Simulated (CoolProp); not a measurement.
n-perfluorobutane at several states: density (kg/m³) from the reference equation and from simpler models built on Tc = 113.2 °C, pc = 2322 kPa, ω = 0.372; each cubic takes its own stable root.

The numbers come from the reference Helmholtz-energy equation of state, Gao 2022 in CoolProp.

```tsv
T (°C)	p (kPa)	phase	reference
-88.65	722	liquid	1897
-37.75	48.3	liquid	1720
128.65	40.4	gas	2.893
97.25	473	gas	39.81
-104.15	32.4	liquid	1952
11.65	7420	liquid	1588
```

Problem. How far does each simpler model (van der Waals, Redlich-Kwong, Soave-Redlich-Kwong, Peng-Robinson) lie from the reference over these 6 states: mean and median of the absolute difference, and the worst?

Solution. 
- van der Waals: mean 35.8 %, median 36.7 %, worst -99.7 % at -37.75 °C and 48.3 kPa
- Redlich-Kwong: mean 21.5 %, median 9.0 %, worst -99.6 % at -37.75 °C and 48.3 kPa
- Soave-Redlich-Kwong: mean 4.3 %, median 4.7 %, worst -8.7 % at -104.15 °C and 32.4 kPa
- Peng-Robinson: mean 3.7 %, median 3.1 %, worst +8.2 % at 11.65 °C and 7420 kPa

At some of these states van der Waals, Redlich-Kwong gives the other phase, because its saturation line lies elsewhere.
